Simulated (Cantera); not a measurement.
What does this Cantera script print?

```python
import numpy as np
import cantera as ct

gas_names = """
    F F2 H HF H2 H2F2 H3F3 H4F4 H5F5 H6F6 H7F7 N NF NF2 NF3 NH NH2 NH3 N2 N2H2 N2H4 Si SiF SiF2 SiF3
    SiF4 SiH SiHF3 SiH2 SiH2F2 SiH3 SiH3F SiH4 SiN Si2 Si2N Si3
""".split()
cond_names = """
    Si(cr) Si(L) Si3N4(a)
""".split()


# ... load() reads the species with a 1 bar reference pressure and builds the phases ...
atoms = {
    'Si': {'Si': 1},
    'HF': {'H': 1, 'F': 1},
    'H2': {'H': 2},
    'NF3': {'N': 1, 'F': 3},
}
top_T = {'Si3N4(a)': 2400}  # K; cautious upper limits of use, not melting points


# ... equilibrate(T, P, feed) seeds the gas with the atoms and calls Mixture.equilibrate('TP', solver="vcs", rtol=1e-11, max_steps=5000) ...
results = []
feed = {'Si': 1, 'HF': 5.4, 'H2': 9, 'NF3': 4.3}  # mol
P = 4.6  # Pa
for T in [1100, 1150, 1200, 1250, 1300, 1350, 1400, 1450, 1500, 1550]:
    mix = equilibrate(T, P, feed)
    results.append((T, P, feed, dict(zip(mix.species_names, mix.species_moles))))
    x = sorted(zip(gas.X, gas.species_names), reverse=True)
    print(f"T = {T:g} K  P = {P:g} Pa  gas = {mix.phase_moles(0):.4g} mol")
    print("   x: " + "  ".join(f"{s} {v:.3e}" for v, s in x if v > 0.001))
    print("   condensed (mol): " + ("  ".join(f"{mix.phase(i).name} {mix.phase_moles(i):.4g}"
          for i in range(1, mix.n_phases) if mix.phase_moles(i) > 1e-12) or "none"))
```

Output:

```
T = 1100 K  P = 4.6 Pa  gas = 22 mol
   x: HF 6.500e-01  H2 2.068e-01  N2 9.773e-02  SiF4 4.545e-02
   condensed (mol): none
T = 1150 K  P = 4.6 Pa  gas = 22 mol
   x: HF 6.500e-01  H2 2.068e-01  N2 9.773e-02  SiF4 4.545e-02
   condensed (mol): none
T = 1200 K  P = 4.6 Pa  gas = 22 mol
   x: HF 6.500e-01  H2 2.068e-01  N2 9.773e-02  SiF4 4.544e-02
   condensed (mol): none
T = 1250 K  P = 4.6 Pa  gas = 22 mol
   x: HF 6.500e-01  H2 2.068e-01  N2 9.772e-02  SiF4 4.543e-02
   condensed (mol): none
T = 1300 K  P = 4.6 Pa  gas = 22 mol
   x: HF 6.500e-01  H2 2.067e-01  N2 9.772e-02  SiF4 4.538e-02
   condensed (mol): none
T = 1350 K  P = 4.6 Pa  gas = 22 mol
   x: HF 6.501e-01  H2 2.066e-01  N2 9.771e-02  SiF4 4.528e-02
   condensed (mol): none
T = 1400 K  P = 4.6 Pa  gas = 22.01 mol
   x: HF 6.501e-01  H2 2.064e-01  N2 9.769e-02  SiF4 4.507e-02
   condensed (mol): none
T = 1450 K  P = 4.6 Pa  gas = 22.02 mol
   x: HF 6.503e-01  H2 2.060e-01  N2 9.766e-02  SiF4 4.467e-02
   condensed (mol): none
T = 1500 K  P = 4.6 Pa  gas = 22.03 mol
   x: HF 6.506e-01  H2 2.052e-01  N2 9.760e-02  SiF4 4.390e-02  SiF3 1.457e-03  H 1.176e-03
   condensed (mol): none
T = 1550 K  P = 4.6 Pa  gas = 22.05 mol
   x: HF 6.513e-01  H2 2.038e-01  N2 9.749e-02  SiF4 4.257e-02  SiF3 2.679e-03  H 2.096e-03
   condensed (mol): none
```

Method: chemical equilibrium by Gibbs-energy minimisation in Cantera with the NASA 1993 tables (ideal gas, pure condensed phases). The tables' values for SiF3, SiF2 are old estimates; treat these amounts as uncertain.
